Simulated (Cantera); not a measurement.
What does this Cantera script print?

```python
import numpy as np
import cantera as ct

gas_names = """
    H H2 H2S N NH NH2 NH3 N2 N2H2 N2H4 Pb PbS Pb2 S SH SN S2 S8
""".split()
cond_names = """
    Pb(cr) Pb(L) PbS(s) PbS(L) S(cr1) S(cr2) S(L)
""".split()


def load(file, names, dense=False):
    # The tables refer to 1 bar. Condensed volumes are neglected.
    table = {s.name: s for s in ct.Species.list_from_file(file)}
    out = []
    for n in names:
        d = dict(table[n].input_data)
        d["thermo"] = dict(d["thermo"], **{"reference-pressure": 1e5})
        if dense:
            d["equation-of-state"] = {"model": "constant-volume", "density": "1e6 g/cm^3"}
        out.append(ct.Species.from_dict(d))
    return out


gas = ct.Solution(thermo="ideal-gas", species=load("nasa_gas.yaml", gas_names))
cond = {s.name: ct.Solution(thermo="fixed-stoichiometry", species=[s], name=s.name)
        for s in load("nasa_condensed.yaml", cond_names, dense=True)}
atoms = {
    'PbS': {'Pb': 1, 'S': 1},
    'H2': {'H': 2},
    'N2': {'N': 2},
}
top_T = {}  # K; cautious upper limits of use, not melting points


def equilibrate(T, P, feed):
    n = {}
    for name, mol in feed.items():
        for a, k in atoms[name].items():
            n[a] = n.get(a, 0.0) + k * mol
    gas.TPX = T, P, n
    mass = sum(n.values()) * gas.mean_molecular_weight
    gas.equilibrate("TP")
    valid = [c for c in cond.values() if c.min_temp <= T <= top_T.get(c.name, c.max_temp)]
    mix = ct.Mixture([(gas, mass / gas.mean_molecular_weight)] + [(c, 0.0) for c in valid])
    mix.T, mix.P = T, P
    mix.equilibrate("TP", solver="vcs", rtol=1e-11, max_steps=5000)
    return mix


results = []
feed = {'PbS': 1, 'H2': 9.7, 'N2': 11}  # mol
P = 320000  # Pa
for T in [848, 898, 948, 998, 1048, 1098, 1148, 1198]:
    mix = equilibrate(T, P, feed)
    results.append((T, P, feed, dict(zip(mix.species_names, mix.species_moles))))
    x = sorted(zip(gas.X, gas.species_names), reverse=True)
    print(f"T = {T:g} K  P = {P:g} Pa  gas = {mix.phase_moles(0):.4g} mol")
    print("   x: " + "  ".join(f"{s} {v:.3e}" for v, s in x if v > 1e-06))
    print("   condensed (mol): " + ("  ".join(f"{mix.phase(i).name} {mix.phase_moles(i):.4g}"
          for i in range(1, mix.n_phases) if mix.phase_moles(i) > 1e-12) or "none"))
```

Result:

```
T = 848 K  P = 320000 Pa  gas = 20.67 mol
   x: N2 5.314e-01  H2 4.655e-01  H2S 1.628e-03  NH3 1.400e-03
   condensed (mol): Pb(L) 0.03366  PbS(s) 0.9663
T = 898 K  P = 320000 Pa  gas = 20.68 mol
   x: N2 5.314e-01  H2 4.647e-01  H2S 2.934e-03  NH3 9.098e-04  PbS 1.361e-06
   condensed (mol): Pb(L) 0.06067  PbS(s) 0.9393
T = 948 K  P = 320000 Pa  gas = 20.69 mol
   x: N2 5.314e-01  H2 4.630e-01  H2S 4.939e-03  NH3 6.150e-04  PbS 6.451e-06  Pb 1.497e-06
   condensed (mol): Pb(L) 0.1021  PbS(s) 0.8977
T = 998 K  P = 320000 Pa  gas = 20.69 mol
   x: N2 5.314e-01  H2 4.603e-01  H2S 7.842e-03  NH3 4.298e-04  PbS 2.601e-05  Pb 4.841e-06
   condensed (mol): Pb(L) 0.1622  PbS(s) 0.8372
T = 1048 K  P = 320000 Pa  gas = 20.7 mol
   x: N2 5.314e-01  H2 4.564e-01  H2S 1.184e-02  NH3 3.088e-04  PbS 9.134e-05  Pb 1.397e-05
   condensed (mol): Pb(L) 0.2447  PbS(s) 0.7531
T = 1098 K  P = 320000 Pa  gas = 20.7 mol
   x: N2 5.312e-01  H2 4.511e-01  H2S 1.709e-02  PbS 2.846e-04  NH3 2.271e-04  Pb 3.650e-05
   condensed (mol): Pb(L) 0.3531  PbS(s) 0.6402
T = 1148 K  P = 320000 Pa  gas = 20.71 mol
   x: N2 5.309e-01  H2 4.443e-01  H2S 2.373e-02  PbS 7.996e-04  NH3 1.701e-04  Pb 8.757e-05  SH 1.542e-06
   condensed (mol): Pb(L) 0.4898  PbS(s) 0.4918
T = 1198 K  P = 320000 Pa  gas = 20.74 mol
   x: N2 5.302e-01  H2 4.356e-01  H2S 3.179e-02  PbS 2.052e-03  Pb 1.949e-04  NH3 1.293e-04  SH 4.287e-06  S2 3.246e-06
   condensed (mol): Pb(L) 0.6556  PbS(s) 0.2978
```

Cantera equilibrium calculation (NASA polynomials, part measured and part estimated; ideal gas, pure solids and liquids). Mutual solubility and eutectic melting of coexisting phases are not modelled.
